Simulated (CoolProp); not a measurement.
n-undecane along the isobar 942 kPa: fugacity coefficient from the reference equation and from simpler models built on Tc = 638.8 K, pc = 1990 kPa, ω = 0.539; each cubic takes its own stable root.

Model: reference Helmholtz-energy equation of state, Aleksandrov 2011, in CoolProp. It is a short technical equation, of lower accuracy than the large ones.

```csv
T (K),phase,reference,van der Waals,Peng-Robinson
521.5,liquid,0.3034,0.7170,0.3144
529.7,liquid,0.3474,0.7568,0.3604
537.9,liquid,0.3953,0.7867,0.4103
546.2,liquid,0.4477,…,0.4649
554.4,liquid,0.5032,0.8021,0.5226
562.6,liquid,…,…,0.5839
570.8,liquid,0.6250,…,0.6486
579,liquid,0.6909,0.8222,0.7161
595.4,gas,0.7679,…,0.7790
603.6,gas,0.7801,0.8395,0.7895
611.8,gas,0.7913,0.8448,0.7993
620,gas,0.8017,0.8498,…
```

### Question
What belongs in the gaps?

### Answer

- 546.2, van der Waals: 0.7947
- 562.6, reference: 0.5624
- 562.6, van der Waals: 0.8092
- 570.8, van der Waals: 0.8159
- 595.4, van der Waals: 0.8340
- 620, Peng-Robinson: 0.8086

At some of these states van der Waals gives the other phase, because its saturation line lies elsewhere.
